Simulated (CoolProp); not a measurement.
Vapour-liquid equilibrium of cyclohexane (1) + o-xylene (2) at 421.6 K; x and y are mole fractions of (1).

Values from CoolProp's multi-fluid Helmholtz-energy mixture model, Zhou 2014 and Zhou 2012; pair parameters Bell 2016.

Question: Give the bubble pressure and the first vapour's composition at x = 0.575, 0.65, 0.875. Is there an azeotrope?

Answer: x = 0.575: 3.773 bar, y = 0.843; x = 0.65: 4.052 bar, y = 0.874; x = 0.875: 4.880 bar, y = 0.956. No azeotrope shows between x = 0.05 and 0.95.

The pair parameters rest on a limited set of measurements; away from them the model extrapolates.
